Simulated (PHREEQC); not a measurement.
**Alkaline etch or developer: speciation**

Consider water at 20 °C with 0.036 mol/kgw KOH and 1.5e-06 mol/kgw H4SiO4. Closed to the air; pH follows from the charge balance.

The numbers come from PHREEQC with the Pitzer model, pitzer.dat.

No solid was allowed to form.

### Question
What pH does the model give?

### Answer
pH 12.65.

### Question
In which forms is Si present?

### Answer
H3SiO4- 71 %, H2SiO4-2 29 % of the Si.

Species that the database lacks are ignored.
